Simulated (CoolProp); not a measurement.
Vapour-liquid equilibrium of R22 (1) + R11 (2) at 31.05 °C; x and y are mole fractions of (1).

Computed with CoolProp (multi-fluid Helmholtz-energy mixture model, Kamei 1995 and Jacobsen 1992; pair parameters Bell 2016).

Give the bubble pressure and the first vapour's composition at x = 0.25, 0.35, 0.55. Is there an azeotrope?

x = 0.25: 4.683 bar, y = 0.760; x = 0.35: 5.754 bar, y = 0.819; x = 0.55: 7.680 bar, y = 0.891. No azeotrope shows between x = 0.05 and 0.95.

Pair parameters are fitted to limited data, so mixtures are less certain than the pure fluids.
